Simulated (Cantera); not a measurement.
What does this Cantera script print?

```python
import numpy as np
import cantera as ct

gas = ct.Solution("gri30.yaml")
gas.TPX = 623, 101325, {'CH4': 1, 'CO': 0.09, 'O2': 3.93, 'N2': 23.6}
inlet = ct.Reservoir(gas, clone=True)
gas.equilibrate("HP")  # start burning
reactor = ct.IdealGasConstPressureReactor(gas, energy="on", clone=False)
exhaust = ct.Reservoir(gas, clone=True)
tau = [0.023, 0.013, 0.0075, 0.0043, 0.0025, 0.0014, 0.00083, 0.00048, 0.00028, 0.00016, 9.2e-05, 5.3e-05][0]
for a, b in ((inlet, reactor), (reactor, exhaust)):
    ct.MassFlowController(a, b, mdot=lambda t: reactor.mass / tau)
net = ct.ReactorNet([reactor])
show = ['CH4', 'CO', 'O2', 'NO2', 'NO', 'HCO']

rows = []
print(f"{'tau/s':>10s}{'T/K':>9s}" + "".join(f"{s:>11s}" for s in show))
for tau in [0.023, 0.013, 0.0075, 0.0043, 0.0025, 0.0014, 0.00083, 0.00048, 0.00028, 0.00016, 9.2e-05, 5.3e-05]:
    net.initial_time = 0.0
    net.advance(30 * tau)
    before = gas.X
    net.advance(40 * tau)
    drift = np.max(np.abs(gas.X - before) / (gas.X + 1e-9))
    rows.append([gas.T, *gas[show].X, drift])
    print(f"{tau:10.3e}{gas.T:9.1f}" + "".join(f"{x:11.3e}" for x in gas[show].X))
```

Output:

```
     tau/s      T/K        CH4         CO         O2        NO2         NO        HCO
 2.300e-02   1449.3  7.214e-05  1.067e-03  6.646e-02  5.662e-09  1.100e-06  6.457e-08
 1.300e-02   1442.9  1.059e-04  1.601e-03  6.676e-02  4.273e-09  9.554e-07  1.170e-07
 7.500e-03   1433.8  1.559e-04  2.378e-03  6.722e-02  3.327e-09  8.543e-07  2.069e-07
 4.300e-03   1420.0  2.378e-04  3.578e-03  6.796e-02  2.638e-09  7.687e-07  3.662e-07
 2.500e-03   1399.2  3.826e-04  5.438e-03  6.919e-02  2.089e-09  6.571e-07  6.350e-07
 1.400e-03   1354.3  8.218e-04  9.425e-03  7.226e-02  1.416e-09  3.845e-07  1.129e-06
 8.300e-04    623.0  3.494e-02  3.145e-03  1.373e-01  5.840e-22  6.769e-22  1.308e-25
 4.800e-04    623.0  3.494e-02  3.145e-03  1.373e-01  9.124e-25  1.058e-24  1.207e-25
 2.800e-04    623.0  3.494e-02  3.145e-03  1.373e-01  2.543e-27  2.948e-27  1.067e-25
 1.600e-04    623.0  3.494e-02  3.145e-03  1.373e-01  1.576e-29  1.827e-29  8.773e-26
 9.200e-05    623.0  3.494e-02  3.145e-03  1.373e-01  7.402e-32  8.581e-32  6.635e-26
 5.300e-05    623.0  3.494e-02  3.145e-03  1.373e-01  6.555e-34  7.599e-34  4.554e-26
```

Model: GRI-Mech 3.0 (53 species, 325 reactions), integrated in Cantera.
